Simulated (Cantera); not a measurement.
Charge: 1 mol Zr, 0.023 mol H2O, 360 mol H2, 0.31 mol N2O, at 1.00 bar.

Equilibrium computed with Cantera from the NASA thermochemical tables; the gas is ideal and each condensed phase is pure. Candidate condensed phases: H2O, Zr, ZrN, ZrO2; 28 gas species. Mutual solubility and eutectic melting of coexisting phases are not modelled. ZrN: taken at fixed stoichiometry. Condensed phases not in the tables: solid solutions among these carbides, nitrides and lower oxides, N, O or C dissolved in the metal. Rates play no part. All values below are at 2123 K.

Base state: H2 0.996, H 0.00358 (mole fractions); condensed: Zr(β) + ZrN(s) + ZrO2(tetragonal).

What changes in the equilibrium state with this change: N2O from 0.31 to 5.4 mol?


```
species                 before    after
---------------------  -------  -------
H2                       0.996    0.972
N2                     3.72e-9   0.0148
H2O                    2.91e-6  0.00935
H                      0.00358  0.00354
Zr(β), mol               0.214        0
ZrN(s), mol              0.620        0
ZrO2(tetragonal), mol    0.166     1.00
```
